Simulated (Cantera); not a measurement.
A perfectly stirred reactor is fed with NH3 : H2 = 1 : 0.15 (molar parts), at 12.8 Torr; it is held at 2250 K, and followed from long to short residence time.

Detailed kinetics in Cantera: the gas-phase N/H chemistry of the illustrative SiF4/NH3 mechanism in the Surface Chemkin manual (1991). Walls and surfaces, which speed up NH3 decomposition in real reactors, are not modelled.

### Question
What does this change do: temperature 2250 to 2000 K?

### Answer
```
quantity                  before     after
----------------------  --------  --------
x(NH3) at τ = 8.50 s     0.00590    0.0840
x(H2) at τ = 8.50 s        0.758     0.705
x(NH2) at τ = 8.50 s    0.000140  0.000292
x(N2) at τ = 8.50 s        0.230     0.210
x(N2H4) at τ = 8.50 s   2.58e-11  6.72e-10
x(NH3) at τ = 0.160 s      0.322     0.723
x(H2) at τ = 0.160 s       0.530     0.237
x(NH2) at τ = 0.160 s    0.00192   0.00131
x(N2) at τ = 0.160 s       0.146    0.0387
x(N2H4) at τ = 0.160 s   4.81e-9   1.35e-8
```

### Question
What does this change do: temperature 2250 to 2325 K?

### Answer
```tsv
quantity	before	after
x(NH3) at τ = 8.50 s	0.00590	0.000789
x(H2) at τ = 8.50 s	0.758	0.750
x(NH2) at τ = 8.50 s	0.000140	6.19e-5
x(N2) at τ = 8.50 s	0.230	0.230
x(N2H4) at τ = 8.50 s	2.58e-11	3.14e-12
x(NH3) at τ = 0.160 s	0.322	0.218
x(H2) at τ = 0.160 s	0.530	0.605
x(NH2) at τ = 0.160 s	0.00192	0.00187
x(N2) at τ = 0.160 s	0.146	0.173
x(N2H4) at τ = 0.160 s	4.81e-9	2.89e-9
```
